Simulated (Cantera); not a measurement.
Titanium nitride, carbide and oxide coatings: Ti(OiPr)₄ + H₂O

Input: 1 mol Ti(OiPr)₄, a varied amount of H₂O, held at 1.00 Torr.

Equilibrium computed with Cantera from the NASA thermochemical tables; the gas is ideal and each condensed phase is pure. Candidate condensed phases: C, C₆H₆, C₇H₈, C₈H₁₈, H₂O, Ti, TiC, TiO, TiO₂, Ti₂O₃, Ti₃O₅, Ti₄O₇; 113 gas species. The feed counts by its element totals alone. Mutual solubility and eutectic melting of coexisting phases are not modelled. TiC, TiO: taken at fixed stoichiometry. Condensed phases not in the tables: Magnéli phases beyond Ti₄O₇, solid solutions among these carbides, nitrides and lower oxides. The numbers say what is thermodynamically allowed, not how fast it happens.

Stable condensed phases:

```
T in K \ n(H₂O) in mol
         0.94  1.3  1.8  2.4  3.4  4.6  6.3  8.7   12
   2125     A    A    A    A    A    A    A    B    C
   2025     A    A    A    A    A    A    A    B    C
   1925     A    A    A    A    A    A    A    B    D
   1825     A    A    A    A    A    A    A    B    C
   1725     A    A    A    A    A    A    A    B    E
   1625     A    A    A    A    A    A    A    F    E
   1525     A    A    A    A    A    A    A    F    E
   1425     A    A    A    A    A    A    A    F    E
   1325     A    A    A    A    A    A    A    F    E
   1225     A    A    A    A    A    A    A    F    E
   1125     G    H    H    H    H    H    H    H    E
   1025     I    I    I    I    I    I    I    J    E
```

A: C + TiC; B: TiC + TiO; C: Ti₄O₇; D: Ti₃O₅ + Ti₄O₇; E: TiO₂; F: TiC + Ti₂O₃; G: C + TiC + Ti₃O₅; H: C + Ti₃O₅; I: C + Ti₄O₇; J: C + TiO₂.
